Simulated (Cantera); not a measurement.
**Silicon oxide and oxynitride deposition: HMDSO + NO**

A closed system holds: 1 mol HMDSO, 0.33 mol NO, equilibrated at 602 °C and 23.3 Torr.

Method: chemical equilibrium by Gibbs-energy minimisation in Cantera with the NASA 1993 tables (ideal gas, pure condensed phases). Candidate condensed phases: C, C6H6, C7H8, C8H18, H2O, Si, SiC, SiO2, Si2N2O, Si3N4; 151 gas species. The feed counts by its element totals alone. Rates play no part.

```yaml
x(H2): 0.987
x(CH4): 0.0132
n(C(graphite)): 4.80 mol
n(SiC(s)): 1.09 mol
n(SiO2(β-quartz)): 0.583 mol
n(Si2N2O(s)): 0.165 mol
gas_amount: 8.883 mol
log10 activity of Si(s) (absent): -3.95
```
